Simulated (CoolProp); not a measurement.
C2F6 (R116) at 293.15 K and 1.91 MPa is throttled through a valve to 0.196 MPa with no heat exchange. Each further row changes one setting.

Computed with CoolProp (reference Helmholtz-energy equation of state, Lemmon 2006). It is a short technical equation, of lower accuracy than the large ones.

```
case                        temperature change (K)  final density (kg/m³)
--------------------------  ----------------------  ---------------------
as stated                                        ?                      ?
outlet pressure 0.0588 MPa                       ?                   3.62
outlet pressure 0.255 MPa                        ?                      ?
```

Question: Fill in the missing entries.

Answer: 
- as stated, temperature change (K): -19.7
- as stated, final density (kg/m³): 12.2
- outlet pressure 0.0588 MPa, temperature change (K): -21.2
- outlet pressure 0.255 MPa, temperature change (K): -19.1
- outlet pressure 0.255 MPa, final density (kg/m³): 16.0
